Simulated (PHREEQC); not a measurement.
0.025 g of hydrous ferric oxide (600 m²/g; 0.2 weak and 0.005 strong sites per Fe, Dzombak-Morel constants, diffuse double layer) in 1 kg of water with 0.05 mol/kgw of an inert sodium salt and 6.2e-08 mol ZnSO4 and 6.9e-06 mol MnCl2, at 25 °C; the pH is set by adding NaOH or the inert anion's acid. The system is closed to oxygen. The system is closed to CO2. No solid was allowed to form.

Model: ion-association model, wateq4f.dat, run in PHREEQC.

| pH | S sorbed (%) | Zn sorbed (%) | Mn sorbed (%) | surface charge σ (C/m²) | surface potential ψ (mV) |
|---|---|---|---|---|---|
| 4 | 95.6 | 0.0 | 0.0 | 0.293 | 160 |
| 4.38 | 92.8 | 0.0 | 0.0 | 0.252 | 152 |
| 4.75 | 86.8 | 0.1 | 0.0 | 0.209 | 142 |
| 5.12 | 74.6 | 0.3 | 0.0 | 0.167 | 131 |
| 5.5 | 53.0 | 1.3 | 0.1 | 0.130 | 118 |
| 5.88 | 27.9 | 5.7 | 0.2 | 0.098 | 104 |
| 6.25 | 11.0 | 20.3 | 1.0 | 0.072 | 89 |
| 6.62 | 3.5 | 49.5 | 3.8 | 0.052 | 73 |
| 7 | 1.0 | … | 10.5 | 0.035 | 57 |
| 7.38 | 0.3 | 85.4 | 18.8 | … | 39 |
| 7.75 | 0.1 | 91.7 | 29.7 | … | 22 |
| 8.12 | 0.0 | 96.3 | 51.5 | 0.003 | 6 |
| 8.5 | 0.0 | 98.4 | 78.6 | -0.005 | -10 |
| 8.88 | 0.0 | 99.0 | 93.9 | -0.014 | … |
| 9.25 | 0.0 | 99.0 | 98.5 | -0.026 | -45 |
| 9.62 | 0.0 | 98.8 | 99.6 | -0.040 | -62 |
| 10 | 0.0 | 98.5 | 99.9 | -0.058 | -79 |

Complete the blanks.


- 7, Zn sorbed (%): 74.4
- 7.38, surface charge σ (C/m²): 0.022
- 7.75, surface charge σ (C/m²): 0.012
- 8.88, surface potential ψ (mV): -27
